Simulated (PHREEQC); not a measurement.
# Brackish or sea water: an equilibrium model

A made-up water analysis in mg/kgw, 65 °C, pH 6.36, pe 2.2:

```tsv
constituent	mg/kgw
Na	4970
K	2910
Ca	2.71
Mg	76.2
Cl	8100
S(6) as SO4	3110
Alkalinity as HCO3	28
Br	414
```

Cl is adjusted to close the charge balance.
Valence states are taken as typed.

Model: ion-association model, wateq4f.dat, run in PHREEQC.

No solid was allowed to form.

**Question.** Estimate the ionic strength, activity of water.

**Answer.** ionic strength 0.307 mol/kgw; activity of water 0.991.

**Question.** In which forms is Ca present?

**Answer.** Ca+2 76 %, CaSO4 24 % of the Ca.

Species that the database lacks are ignored. At this temperature some constants are extrapolated from 25 °C, and those without enthalpy data are left unchanged.
